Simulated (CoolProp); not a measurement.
Saturation properties of methanol (Tc = 240.2 °C, pc = 8.216 MPa, ω = 0.565).

Computed with CoolProp (reference Helmholtz-energy equation of state, de Reuck 1993).

| T (°C) | p (MPa) | vapour Z | surface tension (mN/m) | vapour viscosity (µPa s) |
|---|---|---|---|---|
| -29.05 | 0.0005093 | 0.9944 | 26.9 | ? |
| -1.15 | 0.003771 | 0.9869 | ? | 8.80 |
| 26.75 | 0.01859 | 0.9747 | 22.0 | 9.67 |
| 54.65 | 0.06792 | 0.9560 | 19.7 | 10.5 |
| 82.55 | ? | 0.9279 | 17.2 | 11.3 |
| 110.45 | 0.4867 | 0.8864 | 14.6 | 12.1 |
| 138.35 | 1.046 | 0.8258 | 11.7 | 12.8 |
| 166.15 | 2.020 | 0.7424 | 8.58 | 13.5 |
| 194.05 | 3.596 | ? | 5.22 | 14.6 |
| 221.95 | 5.990 | 0.4994 | ? | 17.6 |

### Question
Some entries are withheld; supply them.

### Answer

- -29.05, vapour viscosity (µPa s): 7.93
- -1.15, surface tension (mN/m): 24.4
- 82.55, p (MPa): 0.1982
- 194.05, vapour Z: 0.6502
- 221.95, surface tension (mN/m): 1.81

It boils at 64.5 °C under 1 atm.

Viscosity comes from a separate model (Xiang 2006). Surface tension comes from a separate correlation (Mulero 2012).
